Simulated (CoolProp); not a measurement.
A closed Brayton cycle with carbon dioxide: compressor inlet 323.15 K and 8.6 MPa, high pressure 27 MPa, turbine inlet 890 K, compressor efficiency 0.89, turbine efficiency 0.93, recuperator effectiveness 0.8 (on enthalpy, no pinch check). Each further row changes one setting.

Values from CoolProp's reference Helmholtz-energy equation of state, Span 1996.

```json
[
 {"case": "as stated", "thermal efficiency (%)": "33.8", "net work (kJ/kg)": "112", "compressor to turbine work": "0.33", "compressor exit (K)": "413.1", "turbine exit (K)": "742.9"},
 {"case": "turbine inlet 840 K", "thermal efficiency (%)": "32.7", "net work (kJ/kg)": "101", "compressor to turbine work": "0.35", "compressor exit (K)": "413.1", "turbine exit (K)": "698.1"},
 {"case": "compressor inlet 333.15 K", "thermal efficiency (%)": "32.9", "net work (kJ/kg)": "104", "compressor to turbine work": "0.38", "compressor exit (K)": "432.0", "turbine exit (K)": "742.9"},
 {"case": "high pressure 22.9 MPa", "thermal efficiency (%)": "32.0", "net work (kJ/kg)": "99.5", "compressor to turbine work": "0.31", "compressor exit (K)": "399.9", "turbine exit (K)": "763.3"},
 {"case": "recuperator effectiveness 0.5", "thermal efficiency (%)": "25.1", "net work (kJ/kg)": "112", "compressor to turbine work": "0.33", "compressor exit (K)": "413.1", "turbine exit (K)": "742.9"}
]
```
